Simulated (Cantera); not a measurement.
Feed: 1 mol CO, 0.66 mol O2, 0.35 mol N2, held at 1000 K and 0.133 bar.

Equilibrium computed with Cantera from the NASA thermochemical tables; the gas is ideal and each condensed phase is pure. Candidate condensed phases: C; 24 gas species. Equilibrium is a limit: real reactors are often held back by kinetics, nucleation or transport.

Base state: CO2 0.662, N2 0.232, O2 0.106, NO 1.21e-5 (mole fractions); condensed: gas only.

Q: What changes in the equilibrium state with this change: O2 from 0.66 to 0.0093 mol?

A: 
```json
[
 {"species": "CO", "before": "<1e-9", "after": "0.698"},
 {"species": "N2", "before": "0.232", "after": "0.265"},
 {"species": "CO2", "before": "0.662", "after": "0.0368"},
 {"species": "O2", "before": "0.106", "after": "<1e-9"},
 {"species": "NO", "before": "1.21e-5", "after": "<1e-9"},
 {"species": "C(graphite), mol", "before": "0", "after": "0.0300"}
]
```

Q: What changes in the equilibrium state with this change: temperature from 1000 K to 2225 K?

A: 
```csv
species,before,after
CO2,0.662,0.615
N2,0.232,0.225
O2,0.106,0.117
CO,<1e-9,0.0351
O,<1e-9,0.00297
NO,1.21e-5,0.00533
```

Q: What changes in the equilibrium state with this change: temperature from 1000 K to 1848 K?

A: 
```csv
species,before,after
CO2,0.662,0.660
N2,0.232,0.231
O2,0.106,0.106
NO,1.21e-5,0.00187
CO,<1e-9,0.00185
O,<1e-9,0.000169
```
